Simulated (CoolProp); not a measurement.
A single-stage vapour-compression cycle with C3F8 (R218): evaporating at 211.15 K (dew point), condensing at 267.15 K (bubble point), superheat 0 K, subcooling 2 K, compressor efficiency 0.65, no pressure losses. Each further row changes one setting.

The numbers come from the reference Helmholtz-energy equation of state, Lemmon 2006 in CoolProp. It is a short technical equation, of lower accuracy than the large ones.

```
case                              cooling COP  pressure ratio  discharge temperature (K)  refrigerating effect (kJ/kg)  volumetric capacity (kJ/m³)
--------------------------------  -----------  --------------  -------------------------  ----------------------------  ---------------------------
as stated                                1.66            12.3                      270.4                          60.8                          183
evaporating temperature 216.15 K            ?               ?                      269.3                          63.8                          251
condensing temperature 262.15 K          1.93            10.4                      266.1                          66.0                          199
subcooling 7 K                              ?            12.3                      270.4                          66.0                          199
superheat 10 K                           1.73            12.3                      281.4                             ?                            ?
compressor efficiency 0.55               1.40            12.3                      278.6                          60.8                          183
```

Q: Complete the blanks.

A: 
- evaporating temperature 216.15 K, cooling COP: 1.95
- evaporating temperature 216.15 K, pressure ratio: 9.26
- subcooling 7 K, cooling COP: 1.80
- superheat 10 K, refrigerating effect (kJ/kg): 67.4
- superheat 10 K, volumetric capacity (kJ/m³): 193
